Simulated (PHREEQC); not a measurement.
Polishing slurry liquid: an equilibrium model

Consider water at 25 °C with 0.13 mol KOH and 0.092 mol K2SO4 per kg of water. Closed to the air; pH follows from the charge balance.

Model: ion-association model, phreeqc.dat, run in PHREEQC.

```yaml
pH: 12.93
ionic_strength: 0.349 mol/kgw
activity_of_water: 0.991
specific_conductance: 41000 µS/cm
density: 1.016 g/cm³
total_alkalinity: 130 meq/kg
```

```
species  molality  activity   log γ
-------  --------  --------  ------
K+          0.286     0.191  -0.174
OH-         0.130    0.0860  -0.179
SO4-2      0.0636    0.0151  -0.626
KSO4-      0.0284    0.0202  -0.147
```

No solid was allowed to form. Complexes and solids missing from the database can't appear.
